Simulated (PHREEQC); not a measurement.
## Sulfide liquor (model solution)

A solution holds 1.4 mmol/kgw H2S, 100 mmol/kgw HCl and 7.5 mmol/kgw MnCl2, at 91 °C. Closed to the air; pH follows from the charge balance.

Computed with PHREEQC (ion-association model, wateq4f.dat).

pH: 1.10
ionic strength: 0.120 mol/kgw
total alkalinity: -100 meq/kg

```json
[
 {"species": "Cl-", "molality": "0.114", "activity": "0.0821", "log γ": "-0.142"},
 {"species": "H+", "molality": "0.100", "activity": "0.0797", "log γ": "-0.099"},
 {"species": "Mn+2", "molality": "0.00650", "activity": "0.00217", "log γ": "-0.477"},
 {"species": "H2S", "molality": "0.00140", "activity": "0.00144", "log γ": "0.012"},
 {"species": "MnCl+", "molality": "0.000975", "activity": "0.000726", "log γ": "-0.128"},
 {"species": "MnCl2", "molality": "2.53e-5", "activity": "2.60e-5", "log γ": "0.012"},
 {"species": "MnCl3-", "molality": "7.91e-7", "activity": "5.89e-7", "log γ": "-0.128"}
]
```

Precipitation was switched off in this run. Away from 25 °C the constants follow the database's enthalpies or fits; those with neither stay at their 25 °C values. The polysulfide entries of wateq4f.dat were taken out for this run.
